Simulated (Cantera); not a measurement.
**PbO + O₂ + N₂ (iron carbonyl, mercury and lead vapours)**

Feed: 1 mol PbO, a varied amount of O₂, 0.19 mol N₂, held at 500 K and 750 Torr.

Equilibrium computed with Cantera from the NASA thermochemical tables; the gas is ideal and each condensed phase is pure. Candidate condensed phases: Pb, PbO, PbO₂, Pb₃O₄; 12 gas species. The numbers say what is thermodynamically allowed, not how fast it happens.

From 0.028 mol O₂ to 0.15 mol O₂ the condensed part is PbO(red) + Pb₃O₄(s). At 0.23 mol O₂ the condensed part is Pb₃O₄(s). From 0.35 mol O₂ to 0.53 mol O₂ the condensed part is PbO₂(s) + Pb₃O₄(s).

| n(O₂) (mol) | log p N₂ | log p O₂ | log p NO₂ | n PbO(red) | n Pb₃O₄(s) | n PbO₂(s) |
|---|---|---|---|---|---|---|
| 0.028 | 0.00 | -3.34 | -10.11 | 0.833 | 0.0558 | 0 |
| 0.042 | 0.00 | -3.34 | -10.11 | 0.749 | 0.0838 | 0 |
| 0.064 | 0.00 | -3.34 | -10.11 | 0.617 | 0.128 | 0 |
| 0.098 | 0.00 | -3.34 | -10.11 | 0.413 | 0.196 | 0 |
| 0.15 | 0.00 | -3.34 | -10.11 | 0.101 | 0.300 | 0 |
| 0.23 | -0.12 | -0.60 | -7.44 | 0 | 0.333 | 0 |
| 0.35 | -0.22 | -0.40 | -7.29 | 0 | 0.275 | 0.176 |
| 0.53 | -0.22 | -0.40 | -7.29 | 0 | 0.0948 | 0.716 |
log p: log10 of the partial pressure in bar; n: condensed amount in mol.
